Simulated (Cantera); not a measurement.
Input: 1 mol Si, 4.7 mol SF6, equilibrated at 1425 K and 0.700 bar.

Method: chemical equilibrium by Gibbs-energy minimisation in Cantera with the NASA 1993 tables (ideal gas, pure condensed phases). Candidate condensed phases: S, Si; 21 gas species. The tables' values for SF3, SF5 are old estimates; treat these amounts as uncertain. Equilibrium is a limit: real reactors are often held back by kinetics, nucleation or transport.

Base state: SF6 0.470, SF4 0.348, SiF4 0.175, F 0.00424, SF3 0.00204, SF5 0.00127, SF2 0.000147 (mole fractions); condensed: gas only.

Problem. What changes in the equilibrium state with this change: 0.44 mol H2 added?

Solution. 
```
species    before     after
-------  --------  --------
SF4         0.348     0.366
SF6         0.470     0.341
SiF4        0.175     0.151
HF              0     0.133
SF2      0.000147  0.000226
SF3       0.00204   0.00259
```

Problem. What changes in the equilibrium state with this change: temperature from 1425 K to 1073.15 K?

Solution. 
```tsv
species	before	after
SF6	0.470	0.474
SF4	0.348	0.349
SiF4	0.175	0.175
F	0.00424	8.06e-7
SF5	0.00127	0.000123
SF3	0.00204	0.000890
SF2	0.000147	0.000129
```
